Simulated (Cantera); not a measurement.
Feed: 1 mol TiCl4, 0.29 mol O2, held at 1800 °C and 0.100 bar.

Method: chemical equilibrium by Gibbs-energy minimisation in Cantera with the NASA 1993 tables (ideal gas, pure condensed phases). The tables' values for TiCl2 are old estimates; treat these amounts as uncertain. Kinetics and transport are ignored.

```json
[
 {"species": "O2", "before": "0.000119", "after": "0.736"},
 {"species": "Cl", "before": "0.584", "after": "0.253"},
 {"species": "Cl2", "before": "0.0365", "after": "0.00687"},
 {"species": "TiCl4", "before": "0.310", "after": "1.78e-6"},
 {"species": "TiCl3", "before": "0.0517", "after": "6.84e-7"},
 {"species": "TiOCl2", "before": "0.0173", "after": "4.15e-5"},
 {"species": "TiCl2", "before": "9.36e-5", "after": "2.85e-9"},
 {"species": "O", "before": "3.97e-5", "after": "0.00312"},
 {"species": "ClO", "before": "2.88e-5", "after": "0.000984"},
 {"species": "TiO2(rutile), mol", "before": "0.273", "after": "0.999"}
]
```
Gas species are given as mole fractions.

**Question.** What was changed between the two runs?
(A) O2 from 0.29 to 12 mol
(B) temperature from 1800 °C to 1752 °C
(C) temperature from 1800 °C to 1250 °C
(D) temperature from 1800 °C to 650 °C

**Answer.** A, O2 from 0.29 to 12 mol
